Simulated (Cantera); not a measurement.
An isothermal, constant-pressure homogeneous reactor starts with H2 : O2 : N2 = 1.2 : 1 : 3.8 (molar parts), at 925 K and 0.543 atm. Integrator tolerance rtol = 1e-08.

Detailed kinetics in Cantera: GRI-Mech 3.0 (53 species, 325 reactions). Below about 950 K walls govern HO2 and H2O2 in real vessels. The temperature is held fixed by assumption; the heat of reaction is taken as removed at once.

Question: What does this change do: O2 1 to 0.34 parts?

Answer: 
```json
[
 {"quantity": "x(H2) at 1.00 s", "before": "0.0371 (gas-phase equilibrium 8.66e-12)", "after": "0.104 (gas-phase equilibrium 0.104)"},
 {"quantity": "x(O2) at 1.00 s", "before": "0.0911 (gas-phase equilibrium 0.0741)", "after": "5.39e-10 (gas-phase equilibrium <1e-12)"},
 {"quantity": "x(H2O) at 1.00 s", "before": "0.181 (gas-phase equilibrium 0.222)", "after": "0.136 (gas-phase equilibrium 0.136)"},
 {"quantity": "x(N2O) at 1.00 s", "before": "7.72e-9 (gas-phase equilibrium 4.53e-10)", "after": "4.83e-10 (gas-phase equilibrium <1e-12)"},
 {"quantity": "x(NO) at 1.00 s", "before": "1.55e-8 (gas-phase equilibrium 7.24e-6)", "after": "2.98e-8 (gas-phase equilibrium <1e-12)"},
 {"quantity": "x(HO2) at 1.00 s", "before": "3.58e-5 (gas-phase equilibrium 1.50e-10)", "after": "<1e-12 (gas-phase equilibrium <1e-12)"}
]
```

Question: What does this change do: temperature 925 to 1200 K?

Answer: 
```tsv
quantity	before	after
x(H2) at 1.00 s	0.0371 (gas-phase equilibrium 8.66e-12)	1.49e-8 (gas-phase equilibrium 1.41e-8)
x(O2) at 1.00 s	0.0911 (gas-phase equilibrium 0.0741)	0.0741 (gas-phase equilibrium 0.0740)
x(H2O) at 1.00 s	0.181 (gas-phase equilibrium 0.222)	0.222 (gas-phase equilibrium 0.222)
x(N2O) at 1.00 s	7.72e-9 (gas-phase equilibrium 4.53e-10)	7.60e-8 (gas-phase equilibrium 5.42e-9)
x(NO) at 1.00 s	1.55e-8 (gas-phase equilibrium 7.24e-6)	6.42e-6 (gas-phase equilibrium 0.000110)
x(HO2) at 1.00 s	3.58e-5 (gas-phase equilibrium 1.50e-10)	7.80e-9 (gas-phase equilibrium 7.87e-9)
```
